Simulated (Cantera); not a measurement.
Input: 1 mol TiC, 0.015 mol C, 0.32 mol H2, equilibrated at 4600 Pa.

Equilibrium computed with Cantera from the NASA thermochemical tables; the gas is ideal and each condensed phase is pure. Candidate condensed phases: C, C6H6, C7H8, C8H18, Ti, TiC; 77 gas species. TiC: taken at fixed stoichiometry. Equilibrium is a limit: real reactors are often held back by kinetics, nucleation or transport.

Over these rows the condensed part is C(graphite) + TiC(s). Partial pressures as log10 of bar:

```json
[
 {"T (K)": "2025", "1000/T (1/K)": "0.4938", "log p Ti": "-8.91", "log p H2": "-1.34", "log p H": "-3.39"},
 {"T (K)": "2100", "1000/T (1/K)": "0.4762", "log p Ti": "?", "log p H2": "-1.34", "log p H": "-3.18"},
 {"T (K)": "2175", "1000/T (1/K)": "0.4598", "log p Ti": "-7.77", "log p H2": "-1.35", "log p H": "-2.99"},
 {"T (K)": "2250", "1000/T (1/K)": "0.4444", "log p Ti": "-7.25", "log p H2": "-1.35", "log p H": "-2.81"},
 {"T (K)": "2325", "1000/T (1/K)": "0.4301", "log p Ti": "-6.77", "log p H2": "-1.36", "log p H": "-2.64"},
 {"T (K)": "2400", "1000/T (1/K)": "0.4167", "log p Ti": "-6.32", "log p H2": "-1.37", "log p H": "-2.48"}
]
```

**Question.** Fit log p(Ti) = a + b·(1000/T) to the five rows, give the apparent enthalpy, and predict the row at 2100 K.

**Answer.** Means: 1000/T = 0.4490, log p = -7.404. Sxy = -0.119126, Sxx = 0.0035453, so b = -33.60 and a = -7.404 − (-33.60)×0.4490 = 7.68.
Apparent enthalpy: −19.145 × (-33.60) = 643 kJ/mol. The condensed phases alone fix this pressure, through TiC(s) = Ti(g) + C(graphite), so the slope is that reaction's ΔH° and the other gases don't enter. The five rows lie within 0.01 of the line.
Prediction at 2100 K: 7.68 + (-33.60)×0.4762 = -8.32. The computed value is -8.32, 0.00 from the line.
